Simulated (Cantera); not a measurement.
An isothermal, constant-pressure homogeneous reactor starts with H2 : O2 : N2 = 0.77 : 1 : 2.4 (molar parts), at 973 K and 1.00 bar.

Cantera simulation using GRI-Mech 3.0 (53 species, 325 reactions); the numbers are that mechanism's predictions, not measurements. The temperature is held fixed by assumption; the heat of reaction is taken as removed at once.

x: mole fraction; the columns are a selection and need not sum to one.

| t (s) | x H2 | x O2 | x N2O | x NO2 | x H2O | x OH |
|---|---|---|---|---|---|---|
| 5.00e-6 | 0.185 | 0.240 | <1e-12 | <1e-12 | 2.18e-11 | 3.60e-12 |
| 1.38e-5 | 0.185 | 0.240 | <1e-12 | <1e-12 | 2.07e-10 | 1.21e-11 |
| 3.82e-5 | 0.185 | 0.240 | <1e-12 | <1e-12 | 2.05e-9 | 4.68e-11 |
| 0.000106 | 0.185 | 0.240 | <1e-12 | <1e-12 | 3.12e-8 | 3.44e-10 |
| 0.000292 | 0.185 | 0.240 | <1e-12 | <1e-12 | 3.27e-6 | 2.84e-8 |
| 0.000809 | 0.103 | 0.205 | 4.30e-9 | (withheld) | 0.0897 | 8.11e-7 |
| 0.00224 | 0.103 | 0.205 | 4.33e-9 | 2.43e-8 | 0.0899 | 1.00e-7 |
| 0.00618 | 0.102 | 0.205 | 4.43e-9 | 2.30e-8 | 0.0908 | 1.59e-7 |
| 0.0171 | 0.0975 | 0.203 | 4.88e-9 | 2.08e-8 | 0.0953 | 3.51e-7 |
| 0.0473 | 0.0785 | 0.195 | 6.80e-9 | 2.09e-8 | 0.116 | 5.17e-7 |
| 0.131 | 0.0405 | 0.179 | 1.20e-8 | (withheld) | 0.158 | 5.19e-7 |
| 0.362 | 0.00684 | 0.165 | 2.31e-8 | (withheld) | 0.196 | 4.41e-7 |
| 1.00 | 0.000618 | 0.163 | 3.12e-8 | (withheld) | 0.203 | 1.35e-7 |

Some entries are withheld; supply them.


- 0.000809, x NO2: 1.03e-8
- 0.131, x NO2: 2.41e-8
- 0.362, x NO2: 2.88e-8
- 1.00, x NO2: 3.17e-8
